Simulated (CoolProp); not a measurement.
C2F6 (R116) along the isobar 2.89 MPa: Z from the reference equation and from simpler models built on Tc = 293.0 K, pc = 3.048 MPa, ω = 0.257; each cubic takes its own stable root.

Computed with CoolProp (reference Helmholtz-energy equation of state, Lemmon 2006). It is a short technical equation, of lower accuracy than the large ones.

```
T (K)   phase  reference
-----  ------  ---------
245.4  liquid     0.1425
257.2  liquid     0.1437
269.1  liquid     0.1475
280.9  liquid     0.1570
292.7     gas     0.4773
304.6     gas     0.6274
316.4     gas     0.7012
328.2     gas     0.7523
340.1     gas     0.7912
351.9     gas     0.8218
363.7     gas     0.8468
375.6     gas     0.8678
387.4     gas     0.8853
399.2     gas     0.9003
```

### Question
How far does each simpler model (van der Waals, Redlich-Kwong, Soave-Redlich-Kwong, Peng-Robinson) lie from the reference over these 14 states: mean and median of the absolute difference, and the worst?

### Answer
- van der Waals: mean 18.4 %, median 4.1 %, worst +55.2 % at 280.9 K and 2.89 MPa
- Redlich-Kwong: mean 6.3 %, median 3.0 %, worst +20.5 % at 280.9 K and 2.89 MPa
- Soave-Redlich-Kwong: mean 3.7 %, median 0.7 %, worst +15.9 % at 280.9 K and 2.89 MPa
- Peng-Robinson: mean 2.8 %, median 2.6 %, worst -5.7 % at 245.4 K and 2.89 MPa
